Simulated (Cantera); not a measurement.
A closed system holds: 1 mol CO, 0.03 mol CO2, equilibrated at 2823 K and 10.0 mbar.

Equilibrium computed with Cantera from the NASA thermochemical tables; the gas is ideal and each condensed phase is pure. Rates play no part.

```json
[
 {"species": "CO", "before": "0.972", "after": "0.586"},
 {"species": "O", "before": "0.0139", "after": "0.194"},
 {"species": "CO2", "before": "0.0137", "after": "0.114"},
 {"species": "O2", "before": "0.000551", "after": "0.106"}
]
```
Gas species are given as mole fractions.

Task: What was changed between the two runs?
A) temperature from 2823 K to 2223 K
B) temperature from 2823 K to 1298.15 K
C) CO2 from 0.03 to 2.9 mol
D) temperature from 2823 K to 1025 K

Result: C, CO2 from 0.03 to 2.9 mol
